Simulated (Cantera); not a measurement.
Feed: 1 mol BN, 1.6 mol HF, 4.7 mol N2, at 1098 K and 100000 Pa.

Cantera equilibrium calculation (NASA polynomials, part measured and part estimated; ideal gas, pure solids and liquids). Candidate condensed phases: B, BN; 31 gas species. The numbers say what is thermodynamically allowed, not how fast it happens.

Question: What is the equilibrium state?

Answer: 
| Quantity | Result |
|---|---|
| x(N2) | 0.787 |
| x(H2) | 0.123 |
| x(BF3) | 0.0820 |
| x(HF) | 0.00796 |
| x(BHF2) | 2.65e-5 |
| x(NH3) | 1.23e-5 |
| n(BN(s)) | 0.483 mol |
| gas amount | 6.300 mol |
| log10 activity of B(s) (absent) | -7.27 |
